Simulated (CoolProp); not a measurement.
Vapour-liquid equilibrium of carbon dioxide (1) + n-pentane (2) at 246.7 K; x and y are mole fractions of (1).

Values from CoolProp's multi-fluid Helmholtz-energy mixture model, Span 1996 and Thol 2019; pair parameters Kunz 2012.

Give the bubble pressure and the first vapour's composition at x = 0.2, 0.35, 0.65. Is there an azeotrope?

x = 0.2: 5.058 bar, y = 0.988; x = 0.35: 8.271 bar, y = 0.993; x = 0.65: 11.64 bar, y = 0.995. No azeotrope shows between x = 0.05 and 0.95.

The pair parameters rest on a limited set of measurements; away from them the model extrapolates. The gap from Raoult's law changes sign with composition, which may be real or a fault of the pair parameters; it wasn't checked against measurements. With so large a gap from Raoult's law the liquid may split in two, which this calculation doesn't test in full.
